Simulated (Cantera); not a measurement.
A closed system holds: 1 mol SiCl4, 2.1 mol Cl2, 1.9 mol H2, at 1623.15 K and 17.0 bar.

These are equilibrium values from Cantera (NASA tables, ideal gas, pure condensed phases), not measurements of a reactor. Candidate condensed phases: Si; 19 gas species. The tables' values for SiCl3 are old estimates; treat these amounts as uncertain. The numbers say what is thermodynamically allowed, not how fast it happens.

Base state: HCl 0.758, SiCl4 0.199, Cl2 0.0370, Cl 0.00587, SiCl3 3.89e-5 (mole fractions); condensed: gas only.

Q: What changes in the equilibrium state with this change: temperature from 1623.15 K to 1250 K?

A: 
| species | before | after |
|---|---|---|
| HCl | 0.758 | 0.760 |
| SiCl4 | 0.199 | 0.200 |
| Cl2 | 0.0370 | 0.0398 |
| Cl | 0.00587 | 0.000378 |
| SiCl3 | 3.89e-5 | 1.03e-7 |

Q: What changes in the equilibrium state with this change: Cl2 from 2.1 to 1 mol?

A: 
| species | before | after |
|---|---|---|
| HCl | 0.758 | 0.542 |
| SiCl4 | 0.199 | 0.222 |
| H2 | 2.92e-6 | 0.204 |
| Cl2 | 0.0370 | 2.70e-7 |
| SiHCl3 | 1.19e-7 | 0.0130 |
| SiCl3 | 3.89e-5 | 0.0160 |
| SiCl2 | 1.77e-8 | 0.00270 |
| SiH2Cl2 | <1e-9 | 0.000128 |
| Cl | 0.00587 | 1.59e-5 |
